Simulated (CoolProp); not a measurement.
A simple Rankine cycle with R142b: condensing at 306.15 K, boiler at 2.82 MPa, turbine inlet 394.7 K, turbine efficiency 0.65, pump efficiency 0.6, no recuperator. Each further row changes one setting.

Computed with CoolProp (reference Helmholtz-energy equation of state, Lemmon 2006). It is a short technical equation, of lower accuracy than the large ones.

| case | thermal efficiency (%) | net work (kJ/kg) | heat in (kJ/kg) | turbine exit temperature (K) | volume ratio over the turbine |
|---|---|---|---|---|---|
| as stated | 10.0 | 23.8 | 239 | 325.1 | 8.06 |
| turbine inlet 414.7 K | 10.4 | 27.8 | 269 | 352.3 | 7.35 |
| condensing temperature 298.15 K | 11.0 | 27.3 | 249 | 319.3 | 10.2 |
| boiler pressure 1.97 MPa | 8.9 | 23.1 | 259 | 347.3 | 4.90 |
| turbine efficiency 0.55 | 8.2 | 19.6 | 239 | 329.5 | 8.21 |
